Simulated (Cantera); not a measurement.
**BN + NF₃ + N₂ (nitride etching)**

Input: 1 mol BN, 0.56 mol NF₃, 36 mol N₂, at 1123.15 K and 165 Torr.

Equilibrium computed with Cantera from the NASA thermochemical tables; the gas is ideal and each condensed phase is pure. Candidate condensed phases: B, BN; 13 gas species. Kinetics and transport are ignored.

x(N₂): 0.985
x(BF₃): 0.0151
n(BN(s)): 0.440 mol
gas amount: 37.12 mol
log10 activity of B(s) (absent): -6.72
